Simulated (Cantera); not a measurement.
Input (Python, Cantera):

```python
import numpy as np
import cantera as ct

gas = ct.Solution("gri30.yaml")
gas.TPX = 623, 560000, {'CH4': 1, 'H2': 0.042, 'O2': 1.55, 'N2': 4.82, 'H2O': 0.44}
flame = ct.FreeFlame(gas, width=0.012)
flame.set_refine_criteria(ratio=3, slope=0.08, curve=0.16)
flame.transport_model = "mixture-averaged"
flame.solve(loglevel=0, auto=True)
z, T = flame.grid, flame.T
thick = (T[-1] - T[0]) / np.gradient(T, z).max()
show = ['CH4', 'H2', 'O2', 'NO', 'C2H6', 'H']
print(f"laminar burning velocity  {flame.velocity[0] * 100:.3f} cm/s")
print(f"burnt temperature         {T[-1]:.1f} K")
print(f"thermal thickness         {thick * 1e3:.4f} mm")
print(f"grid points               {len(z)}")
z0 = z[flame.heat_release_rate.argmax()]
print(f"{'z/mm':>9s}{'T/K':>9s}{'u/(m/s)':>9s}" + "".join(f"{s:>11s}" for s in show))
rows = []
for k in (-3, -2, -1.5, -1, -0.5, -0.25, 0, 0.25, 0.5, 1, 2, 4, 8):
    zz = z0 + k * thick
    rows.append([k * thick, np.interp(zz, z, T), np.interp(zz, z, flame.velocity),
                 *(np.interp(zz, z, flame.X[gas.species_index(s)]) for s in show)])
    print(f"{rows[-1][0] * 1e3:9.3f}{rows[-1][1]:9.1f}{rows[-1][2]:9.3f}" + "".join(f"{x:11.3e}" for x in rows[-1][3:]))
```

Result:

```
laminar burning velocity  64.047 cm/s
burnt temperature         2353.9 K
thermal thickness         0.1069 mm
grid points               142
     z/mm      T/K  u/(m/s)        CH4         H2         O2         NO       C2H6          H
   -0.321    623.9    0.643  1.269e-01  8.268e-03  1.968e-01  2.251e-09  1.407e-07  2.472e-13
   -0.214    630.9    0.653  1.257e-01  1.253e-02  1.955e-01  2.368e-08  2.275e-06  1.660e-11
   -0.160    652.4    0.679  1.234e-01  1.731e-02  1.932e-01  1.026e-07  1.230e-05  2.960e-10
   -0.107    771.5    0.812  1.135e-01  2.582e-02  1.827e-01  8.339e-07  1.275e-04  5.088e-08
   -0.053   1250.3    1.343  7.614e-02  3.808e-02  1.354e-01  7.937e-06  1.042e-03  2.229e-05
   -0.027   1663.4    1.809  4.199e-02  4.452e-02  8.753e-02  1.769e-05  1.233e-03  2.543e-04
    0.000   2037.2    2.238  1.200e-02  4.849e-02  3.784e-02  3.331e-05  1.820e-04  1.569e-03
    0.027   2217.7    2.438  1.828e-03  4.860e-02  1.153e-02  5.789e-05  4.590e-06  3.406e-03
    0.053   2273.8    2.494  2.617e-04  4.849e-02  3.381e-03  8.210e-05  1.055e-07  4.134e-03
    0.107   2305.7    2.521  1.040e-05  4.927e-02  5.962e-04  1.077e-04  1.676e-10  3.789e-03
    0.214   2328.5    2.541  1.519e-07  4.989e-02  1.948e-04  1.223e-04  2.770e-14  2.734e-03
    0.428   2344.5    2.557  1.950e-09  5.002e-02  8.456e-05  1.281e-04  2.539e-17  1.824e-03
    0.855   2352.1    2.564  2.654e-11  5.004e-02  4.461e-05  1.306e-04  1.631e-19  1.347e-03
```

Computed with Cantera and GRI-Mech 3.0 (53 species, 325 reactions). Burning velocities carry a grid error of a few per cent, more on coarse grids.
